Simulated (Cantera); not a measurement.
Cantera run, input and output.

```python
import numpy as np
import cantera as ct

gas = ct.Solution("gri30.yaml")
gas.TPX = 498, 140000, {'CH4': 1, 'H2': 0.26, 'O2': 2.63, 'N2': 9.99}
flame = ct.FreeFlame(gas, width=0.032)
flame.set_refine_criteria(ratio=3, slope=0.08, curve=0.16)
flame.transport_model = "mixture-averaged"
flame.solve(loglevel=0, auto=True)
z, T = flame.grid, flame.T
thick = (T[-1] - T[0]) / np.gradient(T, z).max()
show = ['CH4', 'H2', 'O2', 'H2O2', 'NO', 'CO']
print(f"laminar burning velocity  {flame.velocity[0] * 100:.3f} cm/s")
print(f"burnt temperature         {T[-1]:.1f} K")
print(f"thermal thickness         {thick * 1e3:.4f} mm")
print(f"grid points               {len(z)}")
z0 = z[flame.heat_release_rate.argmax()]
print(f"{'z/mm':>9s}{'T/K':>9s}{'u/(m/s)':>9s}" + "".join(f"{s:>11s}" for s in show))
rows = []
for k in (-3, -2, -1.5, -1, -0.5, -0.25, 0, 0.25, 0.5, 1, 2, 4, 8):
    zz = z0 + k * thick
    rows.append([k * thick, np.interp(zz, z, T), np.interp(zz, z, flame.velocity),
                 *(np.interp(zz, z, flame.X[gas.species_index(s)]) for s in show)])
    print(f"{rows[-1][0] * 1e3:9.3f}{rows[-1][1]:9.1f}{rows[-1][2]:9.3f}" + "".join(f"{x:11.3e}" for x in rows[-1][3:]))
```

It prints:

```
laminar burning velocity  74.053 cm/s
burnt temperature         2150.9 K
thermal thickness         0.2958 mm
grid points               140
     z/mm      T/K  u/(m/s)        CH4         H2         O2       H2O2         NO         CO
   -0.887    498.3    0.741  7.204e-02  1.857e-02  1.895e-01  2.624e-08  1.202e-10  3.341e-06
   -0.592    500.8    0.744  7.192e-02  1.827e-02  1.894e-01  3.134e-07  1.477e-09  4.017e-05
   -0.444    508.9    0.756  7.147e-02  1.790e-02  1.890e-01  1.341e-06  6.661e-09  1.752e-04
   -0.296    562.4    0.837  6.855e-02  1.716e-02  1.857e-01  8.041e-06  5.860e-08  1.243e-03
   -0.148    905.9    1.357  4.980e-02  1.598e-02  1.586e-01  2.785e-05  8.483e-07  1.031e-02
   -0.074   1282.1    1.932  2.793e-02  1.520e-02  1.232e-01  1.819e-05  2.132e-06  2.263e-02
    0.000   1644.3    2.488  6.672e-03  1.267e-02  8.132e-02  1.593e-06  4.301e-06  3.403e-02
    0.074   1798.6    2.717  4.648e-04  8.378e-03  5.764e-02  6.415e-07  6.993e-06  3.044e-02
    0.148   1857.1    2.794  1.723e-05  6.433e-03  4.964e-02  5.368e-07  9.101e-06  2.254e-02
    0.296   1929.4    2.887  4.292e-08  5.460e-03  4.468e-02  4.100e-07  1.213e-05  1.422e-02
    0.592   2009.8    2.992  1.384e-12  4.116e-03  4.142e-02  2.826e-07  1.660e-05  8.983e-03
    1.183   2078.2    3.082  5.248e-18  2.494e-03  3.919e-02  1.893e-07  2.290e-05  5.607e-03
    2.366   2123.7    3.141  2.879e-19  1.305e-03  3.780e-02  1.338e-07  3.096e-05  3.052e-03
```

Cantera simulation using GRI-Mech 3.0 (53 species, 325 reactions); the numbers are that mechanism's predictions, not measurements. Burning velocities carry a grid error of a few per cent, more on coarse grids.
